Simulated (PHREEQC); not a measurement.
Make-up at 25 °C: 0.0015 mol HF, 0.013 mol (NH4)2SiF6, 4e-05 mol H3BO3 and 0.01 mol H2SO4 per kg of water. Closed to the air; pH follows from the charge balance.

Computed with PHREEQC (ion-association model, wateq4f.dat).

Each row changes one thing in this solution. This is a speciation only: nothing precipitates in the calculation.

| case | pH | ionic strength (mol/kgw) | SiF6-2 (mol/kgw) | SO4-2 (mol/kgw) | HF (mol/kgw) | HSO4- (mol/kgw) | SI of Chalcedony (SiO2) |
|---|---|---|---|---|---|---|---|
| as made | 1.89 | 0.0584 | 0.0124 | 0.00546 | 0.00466 | 0.00376 | +0.35 |
| H3BO3 from 4e-05 to 2e-05 mol/kgw | 1.89 | 0.0584 | 0.0124 | 0.00546 | 0.00467 | 0.00376 | +0.34 |
| H3BO3 from 4e-05 to 8e-06 mol/kgw | 1.89 | 0.0584 | 0.0124 | 0.00546 | 0.00468 | 0.00376 | +0.34 |
| H3BO3 from 4e-05 to 4e-06 mol/kgw | 1.89 | 0.0584 | 0.0124 | 0.00546 | 0.00468 | 0.00376 | +0.34 |
| diluted 100-fold with water | ___ | 0.000787 | 8.10e-8 | 9.62e-5 | 0.000299 | 3.55e-6 | -0.33 |
| HF left out | 1.90 | 0.0579 | 0.0122 | 0.00551 | 0.00440 | 0.00371 | +0.47 |
| (NH4)2SiF6 from 0.013 to 0.0026 mol/kgw | 1.88 | 0.0276 | 0.00215 | 0.00543 | 0.00383 | 0.00438 | +0.21 |
| temperature from 25 to 60 °C | 2.00 | ___ | 0.0112 | 0.00422 | 0.0112 | 0.00518 | +0.44 |
| H3BO3 from 4e-05 to 0.0002 mol/kgw | 1.89 | 0.0583 | 0.0123 | 0.00546 | 0.00459 | 0.00376 | +0.38 |

What belongs in the gaps?


- diluted 100-fold with water, pH: 3.38
- temperature from 25 to 60 °C, ionic strength (mol/kgw): 0.0527

Species that the database lacks are ignored. Some of these states are supersaturated (in Quartz (slow to form), Chalcedony (slow to form), for instance). Constants without temperature data keep their 25 °C values here. SiF6-2 is the database's only silicon fluoride. Real BF4- forms and hydrolyses slowly; the run takes it at equilibrium.
